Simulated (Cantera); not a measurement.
What does this Cantera script print?

```python
import numpy as np
import cantera as ct

gas = ct.Solution("h2o2.yaml")
gas.TPX = 1200, 440, {'H2': 0.096, 'O2': 1}
inlet = ct.Reservoir(gas, clone=True)

reactor = ct.IdealGasConstPressureReactor(gas, energy="off", clone=False)
exhaust = ct.Reservoir(gas, clone=True)
tau = [0.98, 0.29, 0.088, 0.026, 0.0079, 0.0024, 0.00071][0]
for a, b in ((inlet, reactor), (reactor, exhaust)):
    ct.MassFlowController(a, b, mdot=lambda t: reactor.mass / tau)
net = ct.ReactorNet([reactor])
show = ['H2', 'O2', 'HO2', 'H2O', 'H']

rows = []
print(f"{'tau/s':>10s}{'T/K':>9s}" + "".join(f"{s:>11s}" for s in show))
for tau in [0.98, 0.29, 0.088, 0.026, 0.0079, 0.0024, 0.00071]:
    net.initial_time = 0.0
    net.advance(30 * tau)
    before = gas.X
    net.advance(40 * tau)
    drift = np.max(np.abs(gas.X - before) / (gas.X + 1e-9))
    rows.append([gas.T, *gas[show].X, drift])
    print(f"{tau:10.3e}{gas.T:9.1f}" + "".join(f"{x:11.3e}" for x in gas[show].X))
```

Result:

```
     tau/s      T/K         H2         O2        HO2        H2O          H
 9.800e-01   1200.0  8.046e-04  8.935e-01  1.384e-06  8.701e-02  2.774e-03
 2.900e-01   1200.0  1.510e-03  8.808e-01  1.609e-06  8.280e-02  7.035e-03
 8.800e-02   1200.0  2.530e-03  8.666e-01  1.715e-06  7.717e-02  1.323e-02
 2.600e-02   1200.0  4.364e-03  8.582e-01  1.758e-06  7.144e-02  1.861e-02
 7.900e-03   1200.0  8.853e-03  8.588e-01  1.777e-06  6.454e-02  2.160e-02
 2.400e-03   1200.0  2.079e-02  8.676e-01  1.707e-06  5.221e-02  2.100e-02
 7.100e-04   1200.0  5.092e-02  8.880e-01  1.380e-06  2.724e-02  1.212e-02
```

Cantera simulation using the H2/O2 subset of GRI-Mech 3.0, which has no nitrogen chemistry; the numbers are that mechanism's predictions, not measurements. Radical loss at walls, strong at low pressure, is not modelled. The temperature is held fixed by assumption; the heat of reaction is taken as removed at once.
